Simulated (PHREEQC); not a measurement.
Dissolve 0.0015 mol H3PO4, 0.0092 mol NaOH and 0.036 mol NaCl per kg of water at 25 °C and 50 atm. Closed to the air; pH follows from the charge balance.

All values are PHREEQC results (ion-association model, phreeqc.dat), not measurements.

Each row changes one thing in this solution. No solid was allowed to form.

```
case                                     pH  ionic strength (mol/kgw)  SI of Halite (NaCl)
------------------------------------  -----  ------------------------  -------------------
as made                               11.64                    0.0477                -4.54
NaCl from 0.036 to 0.36 mol/kgw       11.53                     0.372                -2.77
NaOH from 0.0092 to 0.046 mol/kgw     12.49                    0.0860                -4.32
NaOH left out                          2.94                    0.0373                -4.62
diluted 5-fold with water             11.02                   0.00938                -5.85
NaOH from 0.0092 to 0.00828 mol/kgw   11.57                    0.0467                -4.54
H3PO4 left out                        11.85                    0.0452                -4.53
H3PO4 from 0.0015 to 0.00135 mol/kgw  11.67                    0.0475                -4.54
temperature from 25 to 35 °C          11.34                    0.0474                -4.55
```

Under pressure, the constants of complexes without a molar volume in the database are unreliable.
